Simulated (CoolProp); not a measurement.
R143a at several states: Z from the reference equation and from simpler models built on Tc = 72.7 °C, pc = 37.62 bar, ω = 0.261; each cubic takes its own stable root.

Model: reference Helmholtz-energy equation of state, Lemmon and Jacobsen 2000, in CoolProp.

| T (°C) | p (bar) | phase | reference |
|---|---|---|---|
| -68.25 | 0.31 | gas | 0.9774 |
| 89.75 | 9.83 | gas | 0.9143 |
| 52.75 | 107 | liquid | 0.3652 |
| -9.95 | 6.23 | liquid | 0.02262 |

Question: How far does each simpler model (van der Waals, Redlich-Kwong) lie from the reference over these 4 states: mean and median of the absolute difference, and the worst?

Answer: 
- van der Waals: mean 981.1 %, median 29.1 %, worst +3864.6 % at -9.95 °C and 6.23 bar
- Redlich-Kwong: mean 935.0 %, median 11.1 %, worst +3717.4 % at -9.95 °C and 6.23 bar

At some of these states van der Waals, Redlich-Kwong gives the other phase, because its saturation line lies elsewhere.
